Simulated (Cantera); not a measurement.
Feed: 1 mol B2O3, 0.3 mol N2, 8.4 mol H2, at 98.0 mbar.

Equilibrium computed with Cantera from the NASA thermochemical tables; the gas is ideal and each condensed phase is pure. Candidate condensed phases: B, BN, B2O3, B3O3H3, H2O; 39 gas species. Kinetics and transport are ignored. All values below are at 2123 K.

Base state: H2 0.797, HBO2 0.0507, HBO 0.0458, B2O3 0.0440, N2 0.0306, H 0.0102, BO 0.00763, H2O 0.00733 (mole fractions); condensed: gas only.

Problem. What changes in the equilibrium state with this change: pressure from 98.0 mbar to 16.0 Pa?

Solution. 
```json
[
 {"species": "H2", "before": "0.797", "after": "0.583"},
 {"species": "H", "before": "0.0102", "after": "0.217"},
 {"species": "BO", "before": "0.00763", "after": "0.0704"},
 {"species": "HBO", "before": "0.0458", "after": "0.0146"},
 {"species": "B2O3", "before": "0.0440", "after": "0.0187"},
 {"species": "H2O", "before": "0.00733", "after": "0.0164"},
 {"species": "N2", "before": "0.0306", "after": "0.0264"},
 {"species": "HBO2", "before": "0.0507", "after": "0.0494"},
 {"species": "O", "before": "1.06e-7", "after": "0.000198"},
 {"species": "OH", "before": "1.16e-5", "after": "0.000751"},
 {"species": "BO2", "before": "9.70e-5", "after": "0.00273"},
 {"species": "B2O2", "before": "0.00603", "after": "0.000839"}
]
```
